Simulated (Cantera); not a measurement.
Charge: 1 mol HCl, 0.46 mol O₂, equilibrated at 150 Torr.

Equilibrium computed with Cantera from the NASA thermochemical tables; the gas is ideal and each condensed phase is pure. Candidate condensed phases: H₂O; 14 gas species. The numbers say what is thermodynamically allowed, not how fast it happens. All values below are at 2202 °C.

Base state: HCl 0.377, Cl 0.252, O₂ 0.217, H₂O 0.113, OH 0.0214, O 0.0133, H₂ 0.00284, H 0.00268 (mole fractions); condensed: gas only.

**Question.** What changes in the equilibrium state with this change: O₂ from 0.46 to 4.9 mol?

**Answer.** 
```json
[
 {"species": "O₂", "before": "0.217", "after": "0.754"},
 {"species": "Cl", "before": "0.252", "after": "0.0979"},
 {"species": "HCl", "before": "0.377", "after": "0.0636"},
 {"species": "H₂O", "before": "0.113", "after": "0.0396"},
 {"species": "O", "before": "0.0133", "after": "0.0249"},
 {"species": "OH", "before": "0.0214", "after": "0.0173"},
 {"species": "Cl₂", "before": "0.00123", "after": "0.000185"},
 {"species": "H₂", "before": "0.00284", "after": "0.000536"},
 {"species": "HOCl", "before": "4.12e-5", "after": "1.30e-5"},
 {"species": "H", "before": "0.00268", "after": "0.00116"}
]
```
